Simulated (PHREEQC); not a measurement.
Consider water at 25 °C with 1.6 mol H2SO4, 0.22 mol MnCl2 and 1.9 mol MgCl2 per kg of water. Closed to the air; pH follows from the charge balance.

Equilibrium calculation in PHREEQC: Pitzer model, pitzer.dat.

This is a speciation only: nothing precipitates in the calculation.

Question: Predict the pH.

Answer: pH -1.48.

Question: In which forms is S present?

Answer: HSO4- 83 %, SO4-2 17 % of the S.

Complexes and solids missing from the database can't appear. In brines, pH and single-ion activities rest on the MacInnes convention.
